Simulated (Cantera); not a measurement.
A perfectly stirred reactor is fed with CH4 : C2H6 : O2 : N2 = 1 : 0.032 : 2.22 : 11.8 (molar parts), equivalence ratio 0.95, at 3750 Torr; it is adiabatic with a 325 K inlet, and is followed from long to short residence time, starting on the burning branch (τ in s: 0.037, 0.015, 0.006, 0.0024, 0.00099, 0.0004, 0.00016, 6.6e-05, 2.7e-05).

Detailed kinetics in Cantera: GRI-Mech 3.0 (53 species, 325 reactions).

Task: Predict: blow-out, bracketed by the residence times tried; x(CH4) at τ = 37.0 ms; x(C2H6) at τ = 37.0 ms; x(O2) at τ = 37.0 ms; x(CO2) at τ = 37.0 ms; x(H2) at τ = 37.0 ms; x(CH4) at τ = 0.990 ms; x(C2H6) at τ = 0.990 ms; x(O2) at τ = 0.990 ms; x(CO2) at τ = 0.990 ms; x(H2) at τ = 0.990 ms.

Result: 
```json
{
 "blow_out_bracketed_by_the_residence_times_tried": "burning at 0.400 ms, out at 0.160 ms",
 "x(CH4) at τ = 37.0 ms": "1.13e-5",
 "x(C2H6) at τ = 37.0 ms": "6.30e-8",
 "x(O2) at τ = 37.0 ms": "0.00775",
 "x(CO2) at τ = 37.0 ms": "0.0694",
 "x(H2) at τ = 37.0 ms": "0.000465",
 "x(CH4) at τ = 0.990 ms": "0.000146",
 "x(C2H6) at τ = 0.990 ms": "1.13e-6",
 "x(O2) at τ = 0.990 ms": "0.0118",
 "x(CO2) at τ = 0.990 ms": "0.0631",
 "x(H2) at τ = 0.990 ms": "0.00253"
}
```
